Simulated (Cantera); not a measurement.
An isothermal, constant-pressure homogeneous reactor starts with 38.4 % C2H4, 61.4 % H2, 0.265 % H2O, at 1250 K and 0.170 bar.

Detailed kinetics in Cantera: GRI-Mech 3.0 (53 species, 325 reactions). GRI-Mech 3.0 was tuned for natural gas; its chemistry of ethylene as a main component is partial and can be far from experiment. GRI-Mech 3.0 stops at C3 and has no aromatics, soot or wall deposition, so with more carbon than oxygen in the feed, carbon stays in small species such as C2H2 where larger ones or solid carbon would form.

x: mole fraction; the columns are a selection and need not sum to one.

```json
[
 {"t (s)": "1.00e-6", "x C2H4": "0.384", "x H2": "0.614", "x H": "5.80e-12", "x C2H2": "1.15e-8", "x C2H": "<1e-12", "x C2H6": "<1e-12", "x CH2": "<1e-12"},
 {"t (s)": "5.37e-6", "x C2H4": "0.384", "x H2": "0.614", "x H": "2.28e-11", "x C2H2": "6.16e-8", "x C2H": "<1e-12", "x C2H6": "<1e-12", "x CH2": "<1e-12"},
 {"t (s)": "2.89e-5", "x C2H4": "0.384", "x H2": "0.614", "x H": "1.05e-10", "x C2H2": "3.31e-7", "x C2H": "<1e-12", "x C2H6": "2.82e-11", "x CH2": "<1e-12"},
 {"t (s)": "0.000155", "x C2H4": "0.384", "x H2": "0.614", "x H": "5.49e-10", "x C2H2": "1.78e-6", "x C2H": "<1e-12", "x C2H6": "7.83e-10", "x CH2": "<1e-12"},
 {"t (s)": "0.000833", "x C2H4": "0.384", "x H2": "0.614", "x H": "2.95e-9", "x C2H2": "9.63e-6", "x C2H": "<1e-12", "x C2H6": "___", "x CH2": "<1e-12"},
 {"t (s)": "0.00447", "x C2H4": "0.384", "x H2": "0.614", "x H": "1.69e-8", "x C2H2": "5.37e-5", "x C2H": "<1e-12", "x C2H6": "___", "x CH2": "<1e-12"},
 {"t (s)": "0.0240", "x C2H4": "0.383", "x H2": "0.614", "x H": "3.50e-7", "x C2H2": "0.000437", "x C2H": "<1e-12", "x C2H6": "___", "x CH2": "1.18e-12"},
 {"t (s)": "0.129", "x C2H4": "0.328", "x H2": "0.624", "x H": "8.29e-6", "x C2H2": "0.0375", "x C2H": "1.45e-10", "x C2H6": "___", "x CH2": "4.48e-11"},
 {"t (s)": "0.693", "x C2H4": "0.161", "x H2": "0.649", "x H": "7.45e-6", "x C2H2": "0.153", "x C2H": "5.10e-10", "x C2H6": "___", "x CH2": "5.99e-11"},
 {"t (s)": "3.72", "x C2H4": "0.106", "x H2": "0.626", "x H": "4.94e-6", "x C2H2": "0.181", "x C2H": "4.17e-10", "x C2H6": "___", "x CH2": "6.01e-11"},
 {"t (s)": "20.0", "x C2H4": "0.0914", "x H2": "0.559", "x H": "2.59e-6", "x C2H2": "0.172", "x C2H": "2.32e-10", "x C2H6": "___", "x CH2": "4.15e-11"}
]
```

Question: Complete the blanks.

Answer: 
- 0.000833, x C2H6: 2.23e-8
- 0.00447, x C2H6: 6.61e-7
- 0.0240, x C2H6: 4.26e-5
- 0.129, x C2H6: 0.00264
- 0.693, x C2H6: 0.00139
- 3.72, x C2H6: 0.000886
- 20.0, x C2H6: 0.000697
